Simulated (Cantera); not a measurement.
A closed system holds: 1 mol C₂H₂, 0.054 mol CO₂, 32 mol H₂, held at 42.8 Torr.

These are equilibrium values from Cantera (NASA tables, ideal gas, pure condensed phases), not measurements of a reactor. Candidate condensed phases: C, C₆H₆, C₇H₈, C₈H₁₈, H₂O; 110 gas species. The numbers say what is thermodynamically allowed, not how fast it happens.

log p: log10 of the partial pressure in bar; n: condensed amount in mol.

```tsv
T (°C)	log p H₂	log p H	log p CH₄	log p C₂H₂ (acetylene)	n C(graphite)
475	-1.28	-13.18	-2.42	<-13	[?]
675	-1.25	-9.91	-3.26	-10.84	[?]
875	-1.25	-7.77	-4.12	-8.68	1.90
1075	-1.25	-6.26	-4.73	-7.17	1.94
1275	-1.25	-5.13	-5.18	-6.05	1.94
1475	-1.25	-4.26	-5.53	-5.19	1.94
1675	-1.25	-3.57	-5.81	-4.52	1.91
1875	-1.25	-3.01	-6.04	-3.97	1.82
2075	-1.27	-2.54	-6.25	-3.53	[?]
2275	-1.31	-2.16	-6.47	-3.19	[?]
2475	-1.38	-1.86	-6.74	-2.93	[?]
2675	-1.50	-1.62	-7.19	-2.99	[?]
```

Task: Fill in the missing entries.

Result: 
- 475, n C(graphite): 0
- 675, n C(graphite): 1.64
- 2075, n C(graphite): 1.59
- 2275, n C(graphite): 1.12
- 2475, n C(graphite): 0.265
- 2675, n C(graphite): 0
